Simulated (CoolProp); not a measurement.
A simple Rankine cycle with water: condensing at 331.15 K, boiler at 8.37 MPa, turbine inlet 576.4 K, turbine efficiency 0.85, pump efficiency 0.8, no recuperator. Each further row changes one setting.

Values from CoolProp's reference Helmholtz-energy equation of state, Wagner 2002.

```tsv
case	thermal efficiency (%)	net work (kJ/kg)	heat in (kJ/kg)	turbine exit temperature (K)	volume ratio over the turbine
as stated	29.7	750	2530	331.1	273
turbine inlet 596.4 K	29.9	785	2620	331.1	254
condensing temperature 323.15 K	30.6	785	2560	323.2	389
boiler pressure 5.86 MPa	28.7	761	2650	331.1	178
turbine efficiency 0.75	26.1	661	2530	331.1	287
```

The expansion ends wet for: as stated; turbine inlet 596.4 K; condensing temperature 323.15 K; boiler pressure 5.86 MPa; turbine efficiency 0.75.
